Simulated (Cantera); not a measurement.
A perfectly stirred reactor is fed with NH3 : N2 = 1 : 0.86 (molar parts), at 0.681 atm; it is held at 1475 K, and followed from long to short residence time.

Detailed kinetics in Cantera: the gas-phase N/H chemistry of the illustrative SiF4/NH3 mechanism in the Surface Chemkin manual (1991). Walls and surfaces, which speed up NH3 decomposition in real reactors, are not modelled.

x: mole fraction; the columns are a selection and need not sum to one.

```json
[
 {"τ (s)": "16", "x NH3": "0.437", "x NH": "5.69e-8", "x N2H2": "1.09e-7", "x H": "2.43e-6", "x NH2": "2.34e-5"},
 {"τ (s)": "6.6", "x NH3": "0.485", "x NH": "6.19e-8", "x N2H2": "1.43e-7", "x H": "1.29e-6", "x NH2": "2.65e-5"},
 {"τ (s)": "2.6", "x NH3": "0.514", "x NH": "6.13e-8", "x N2H2": "1.66e-7", "x H": "5.89e-7", "x NH2": "2.85e-5"},
 {"τ (s)": "1.1", "x NH3": "0.527", "x NH": "5.69e-8", "x N2H2": "1.77e-7", "x H": "2.67e-7", "x NH2": "2.95e-5"},
 {"τ (s)": "0.42", "x NH3": "0.534", "x NH": "[?]", "x N2H2": "1.81e-7", "x H": "[?]", "x NH2": "3.00e-5"},
 {"τ (s)": "0.17", "x NH3": "0.536", "x NH": "4.74e-8", "x N2H2": "1.79e-7", "x H": "4.41e-8", "x NH2": "2.99e-5"},
 {"τ (s)": "0.068", "x NH3": "0.537", "x NH": "4.37e-8", "x N2H2": "1.68e-7", "x H": "1.81e-8", "x NH2": "2.91e-5"},
 {"τ (s)": "0.027", "x NH3": "0.537", "x NH": "[?]", "x N2H2": "[?]", "x H": "[?]", "x NH2": "2.68e-5"},
 {"τ (s)": "0.011", "x NH3": "0.538", "x NH": "2.64e-8", "x N2H2": "9.17e-8", "x H": "3.09e-9", "x NH2": "2.16e-5"},
 {"τ (s)": "0.0044", "x NH3": "0.538", "x NH": "1.08e-8", "x N2H2": "3.13e-8", "x H": "1.29e-9", "x NH2": "1.28e-5"}
]
```

**Question.** Fill in the missing entries.

**Answer.** 
- 0.42, x NH: 5.14e-8
- 0.42, x H: 1.06e-7
- 0.027, x NH: 3.76e-8
- 0.027, x N2H2: 1.42e-7
- 0.027, x H: 7.43e-9
